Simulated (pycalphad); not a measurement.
CALPHAD calculation (pycalphad, COST 507 light-alloy database (1999)), 1 atm. These are 1990s assessments: newer ones move some temperatures and phases. Kinetics are ignored, which matters at the lower temperatures.

### Question
How does the equilibrium phase assembly of Hf-0.1985B (wt.%) change on cooling from 3127 °C to 227 °C?

### Answer
```tsv
T (°C)	phases above	phases below
2175.1	LIQUID	BCC_A2 + LIQUID
1880.5	BCC_A2 + LIQUID	BCC_A2 + BM
1790.7	BCC_A2 + BM	BM + HCP_A3
```
Changes were sought between steps of 50 K, so a narrower field can be missed.

Database names, with the compositions (at.%) that they take in these runs: BM: Hf 50 B 50. BCC_A2 is bcc; HCP_A3 is hcp.
